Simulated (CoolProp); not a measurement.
Vapour pressure (kPa) of CH3F (R41): the reference equation beside estimates from Tc = 44.1 °C, pc = 5906 kPa, ω = 0.200. Clausius-Clapeyron is anchored at -100.95 °C with a constant enthalpy of vaporisation of 17.60 kJ/mol.

The numbers come from the reference Helmholtz-energy equation of state, Lemmon 2006 in CoolProp. It is a short technical equation, of lower accuracy than the large ones.

```json
[
 {"T (°C)": "-107.75", "reference": "14.45", "Lee-Kesler": "12.75", "Clausius-Clapeyron": "14.62", "van der Waals": "216.6", "Redlich-Kwong": "23.36", "Soave-Redlich-Kwong": "12.98", "Peng-Robinson": "13.75"},
 {"T (°C)": "-104.35", "reference": "18.82", "Lee-Kesler": "16.81", "Clausius-Clapeyron": "18.92", "van der Waals": "247.0", "Redlich-Kwong": "30.30", "Soave-Redlich-Kwong": "17.09", "Peng-Robinson": "17.99"},
 {"T (°C)": "-100.95", "reference": "24.24", "Lee-Kesler": "21.89", "Clausius-Clapeyron": "24.24", "van der Waals": "280.3", "Redlich-Kwong": "38.81", "Soave-Redlich-Kwong": "22.22", "Peng-Robinson": "23.26"},
 {"T (°C)": "-97.55", "reference": "30.87", "Lee-Kesler": "28.18", "Clausius-Clapeyron": "30.76", "van der Waals": "316.7", "Redlich-Kwong": "49.10", "Soave-Redlich-Kwong": "28.55", "Peng-Robinson": "29.73"},
 {"T (°C)": "-94.15", "reference": "38.92", "Lee-Kesler": "35.88", "Clausius-Clapeyron": "38.67", "van der Waals": "356.2", "Redlich-Kwong": "61.44", "Soave-Redlich-Kwong": "36.29", "Peng-Robinson": "37.60"},
 {"T (°C)": "-90.75", "reference": "48.58", "Lee-Kesler": "45.21", "Clausius-Clapeyron": "48.21", "van der Waals": "399.1", "Redlich-Kwong": "76.07", "Soave-Redlich-Kwong": "45.66", "Peng-Robinson": "47.08"},
 {"T (°C)": "-87.35", "reference": "60.09", "Lee-Kesler": "56.43", "Clausius-Clapeyron": "59.62", "van der Waals": "445.3", "Redlich-Kwong": "93.28", "Soave-Redlich-Kwong": "56.90", "Peng-Robinson": "58.42"},
 {"T (°C)": "-83.95", "reference": "73.69", "Lee-Kesler": "69.78", "Clausius-Clapeyron": "73.16", "van der Waals": "495.1", "Redlich-Kwong": "113.3", "Soave-Redlich-Kwong": "70.26", "Peng-Robinson": "71.85"},
 {"T (°C)": "-80.55", "reference": "89.65", "Lee-Kesler": "85.56", "Clausius-Clapeyron": "89.14", "van der Waals": "548.6", "Redlich-Kwong": "136.5", "Soave-Redlich-Kwong": "86.03", "Peng-Robinson": "87.65"},
 {"T (°C)": "-77.15", "reference": "108.2", "Lee-Kesler": "104.0", "Clausius-Clapeyron": "107.9", "van der Waals": "605.9", "Redlich-Kwong": "163.2", "Soave-Redlich-Kwong": "104.5", "Peng-Robinson": "106.1"},
 {"T (°C)": "-73.75", "reference": "129.7", "Lee-Kesler": "125.6", "Clausius-Clapeyron": "129.7", "van der Waals": "667.1", "Redlich-Kwong": "193.6", "Soave-Redlich-Kwong": "126.0", "Peng-Robinson": "127.5"},
 {"T (°C)": "-70.25", "reference": "155.3", "Lee-Kesler": "151.2", "Clausius-Clapeyron": "155.7", "van der Waals": "734.3", "Redlich-Kwong": "229.2", "Soave-Redlich-Kwong": "151.6", "Peng-Robinson": "153.0"},
 {"T (°C)": "-66.85", "reference": "183.7", "Lee-Kesler": "179.9", "Clausius-Clapeyron": "185.0", "van der Waals": "803.7", "Redlich-Kwong": "268.2", "Soave-Redlich-Kwong": "180.2", "Peng-Robinson": "181.3"}
]
```

Absolute difference from the reference over all 13 rows, mean and median: Lee-Kesler 6.4 and 6.1 %, Clausius-Clapeyron 0.5 and 0.6 %, van der Waals 726.1 and 641.1 %, Redlich-Kwong 54.7 and 55.2 %, Soave-Redlich-Kwong 5.6 and 5.3 %, Peng-Robinson 2.9 and 2.8 %.
